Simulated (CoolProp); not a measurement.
Hexamethyldisiloxane (MM) along the isobar 1430 kPa: Z from the reference equation and from simpler models built on Tc = 245.6 °C, pc = 1931 kPa, ω = 0.418; each cubic takes its own stable root.

The numbers come from the reference Helmholtz-energy equation of state, Thol 2016 in CoolProp.

| T (°C) | phase | reference |
|---|---|---|
| 66.05 | liquid | 0.1147 |
| 69.75 | liquid | 0.1141 |
| 73.35 | liquid | 0.1135 |
| 77.05 | liquid | 0.1130 |
| 80.65 | liquid | 0.1125 |
| 84.25 | liquid | 0.1120 |
| 87.95 | liquid | 0.1115 |
| 91.55 | liquid | 0.1111 |
| 95.15 | liquid | 0.1107 |
| 98.85 | liquid | 0.1102 |
| 102.45 | liquid | 0.1099 |
| 106.15 | liquid | 0.1095 |
| 109.75 | liquid | 0.1092 |
| 113.35 | liquid | 0.1089 |
| 117.05 | liquid | 0.1086 |

Task: How far does each simpler model (van der Waals, Redlich-Kwong, Soave-Redlich-Kwong) lie from the reference over these 15 states: mean and median of the absolute difference, and the worst?

Result: 
- van der Waals: mean 62.9 %, median 62.8 %, worst +63.4 % at 66.05 °C and 1430 kPa
- Redlich-Kwong: mean 13.3 %, median 13.1 %, worst +14.1 % at 117.05 °C and 1430 kPa
- Soave-Redlich-Kwong: mean 6.7 %, median 6.6 %, worst +6.9 % at 117.05 °C and 1430 kPa
